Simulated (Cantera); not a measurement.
An adiabatic, constant-volume homogeneous reactor starts with CH₄ : H₂ : O₂ : N₂ = 1 : 0.038 : 3.31 : 33.1 (molar parts), equivalence ratio 0.61, at 1450 K and 101000 Pa.

Cantera simulation using GRI-Mech 3.0 (53 species, 325 reactions); the numbers are that mechanism's predictions, not measurements.

Q: Predict: time of steepest temperature rise; temperature at 0.500 s; equilibrium temperature; x(H₂) at 0.500 s; x(O₂) at 0.500 s; x(H₂O) at 0.500 s.

A: 
* **time of steepest temperature rise**: 2.92 ms
* **temperature at 0.500 s**: 2172 K
* **equilibrium temperature**: 2171 K
* **x(H₂) at 0.500 s**: 0.000232 (gas-phase equilibrium 0.000231)
* **x(O₂) at 0.500 s**: 0.0321 (gas-phase equilibrium 0.0318)
* **x(H₂O) at 0.500 s**: 0.0532 (gas-phase equilibrium 0.0532)
